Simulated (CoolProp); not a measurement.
Saturation properties of hydrogen sulfide.

Values from CoolProp's reference Helmholtz-energy equation of state, Lemmon 2006. It is a short technical equation, of lower accuracy than the large ones.

```tsv
T (K)	p (MPa)	enthalpy of vaporisation (kJ/kg)	vapour Z	liquid viscosity (µPa s)
195.8	0.03916	566.0	0.9883	421
209.6	0.08566	550.2	0.9795	311
223.4	0.1681	533.7	0.9670	254
237.3	0.3037	516.1	0.9503	217
251.1	0.5087	497.1	0.9291	190
264.9	0.8040	476.4	0.9032	167
278.7	1.211	453.3	0.8720	148
292.5	1.752	427.4	0.8352	131
306.3	2.450	397.8	0.7920	115
320.1	3.330	363.3	0.7412	101
```

It boils at 212.9 K under 1 atm.

Viscosity comes from a separate model (Quiñones-Cisneros 2012).
